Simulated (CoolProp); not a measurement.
A single-stage vapour-compression cycle with propylene: evaporating at 195.15 K (dew point), condensing at 222.15 K (bubble point), superheat 5 K, subcooling 2 K, compressor efficiency 0.85, no pressure losses. Each further row changes one setting.

Computed with CoolProp (reference Helmholtz-energy equation of state, Lemmon 2013).

```
case                              cooling COP  pressure ratio  discharge temperature (K)  refrigerating effect (kJ/kg)  volumetric capacity (kJ/m³)
--------------------------------  -----------  --------------  -------------------------  ----------------------------  ---------------------------
as stated                                5.55            4.37                      260.5                           423                          215
evaporating temperature 200.15 K         7.14            3.21                      253.1                           429                          289
condensing temperature 217.15 K          6.94            3.43                      250.3                           434                          220
subcooling 7 K                           5.70            4.37                      260.5                           434                          220
superheat 15 K                           5.45            4.37                      271.6                           435                          210
compressor efficiency 0.75               4.90            4.37                      267.6                           423                          215
```
